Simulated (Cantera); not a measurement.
Cantera run, input and output.

```python
import numpy as np
import cantera as ct

gas = ct.Solution("gri30.yaml")
gas.TPX = 1850, 13332, {'C2H6': 1, 'H2': 6.7, 'H2O': 0.047}
reactor = ct.IdealGasConstPressureReactor(gas, energy="off", clone=False)
net = ct.ReactorNet([reactor])
net.rtol, net.atol = 1e-08, 1e-18
show = ['C2H6', 'H2', 'CH2', 'H', 'C2H2', 'CH4', 'C2H4']
times = np.geomspace(6e-05, 100, 15)

steps = ct.SolutionArray(gas, extra=["t"])
rows = []
print(f"{'t/s':>10s}{'T/K':>9s}{'P/Pa':>11s}" + "".join(f"{s:>11s}" for s in show))
for t in times:
    while net.time < t:
        t_next = net.step()
        steps.append(gas.state, t=t_next)
    rows.append([np.interp(t, steps.t, y) for y in (steps.T, steps.P, *steps(*show).X.T)])
    print(f"{t:10.3e}{rows[-1][0]:9.1f}{rows[-1][1]:11.4g}" + "".join(f"{x:11.3e}" for x in rows[-1][2:]))
rate = np.gradient(steps.T, steps.t)
print("integrator steps:", len(steps.t))
if steps.T.max() > steps.T[0] + 200:
    print(f"time of steepest temperature rise: {steps.t[rate.argmax()]:.4e} s")
gas.TPX = 1850, 13332, {'C2H6': 1, 'H2': 6.7, 'H2O': 0.047}
gas.equilibrate("TP")
print(f"equilibrium (TP): T = {gas.T:.1f} K  " + "  ".join(f"{s} {gas[s].X[0]:.3e}" for s in show))
```

It prints:

```
       t/s      T/K       P/Pa       C2H6         H2        CH2          H       C2H2        CH4       C2H4
 6.000e-05   1850.0  1.333e+04  7.076e-04  8.024e-01  2.872e-05  4.459e-03  2.801e-02  1.251e-01  1.922e-02
 1.669e-04   1850.0  1.333e+04  2.401e-04  8.115e-01  9.778e-06  2.133e-03  4.216e-02  1.226e-01  9.364e-03
 4.645e-04   1850.0  1.333e+04  1.013e-04  8.179e-01  4.073e-06  1.258e-03  5.095e-02  1.171e-01  3.692e-03
 1.292e-03   1850.0  1.333e+04  6.441e-05  8.245e-01  2.822e-06  1.057e-03  5.706e-02  1.077e-01  1.506e-03
 3.596e-03   1850.0  1.333e+04  4.474e-05  8.362e-01  2.491e-06  1.086e-03  6.518e-02  8.894e-02  1.006e-03
 1.001e-02   1850.0  1.333e+04  2.100e-05  8.548e-01  1.946e-06  1.159e-03  7.776e-02  5.904e-02  5.531e-04
 2.784e-02   1850.0  1.333e+04  5.662e-06  8.733e-01  1.222e-06  1.261e-03  9.006e-02  2.931e-02  2.812e-04
 7.746e-02   1850.0  1.333e+04  9.780e-07  8.845e-01  5.996e-07  1.348e-03  9.705e-02  1.169e-02  2.081e-04
 2.155e-01   1850.0  1.333e+04  1.708e-07  8.895e-01  2.693e-07  1.391e-03  9.925e-02  4.701e-03  1.981e-04
 5.997e-01   1850.0  1.333e+04  5.291e-08  8.919e-01  1.438e-07  1.402e-03  9.914e-02  2.454e-03  1.961e-04
 1.669e+00   1850.0  1.333e+04  2.634e-08  8.931e-01  9.055e-08  1.404e-03  9.886e-02  1.560e-03  1.953e-04
 4.642e+00   1850.0  1.333e+04  2.333e-08  8.933e-01  8.258e-08  1.405e-03  9.886e-02  1.424e-03  1.953e-04
 1.292e+01   1850.0  1.333e+04  2.333e-08  8.933e-01  8.257e-08  1.405e-03  9.886e-02  1.423e-03  1.953e-04
 3.594e+01   1850.0  1.333e+04  2.333e-08  8.933e-01  8.257e-08  1.405e-03  9.886e-02  1.423e-03  1.953e-04
 1.000e+02   1850.0  1.333e+04  2.333e-08  8.933e-01  8.257e-08  1.405e-03  9.886e-02  1.423e-03  1.953e-04
integrator steps: 1582
equilibrium (TP): T = 1850.0 K  C2H6 2.333e-08  H2 8.933e-01  CH2 8.257e-08  H 1.405e-03  C2H2 9.886e-02  CH4 1.423e-03  C2H4 1.953e-04
```

Detailed kinetics in Cantera: GRI-Mech 3.0 (53 species, 325 reactions). GRI-Mech 3.0 stops at C3 and has no aromatics, soot or wall deposition, so with more carbon than oxygen in the feed, carbon stays in small species such as C2H2 where larger ones or solid carbon would form.
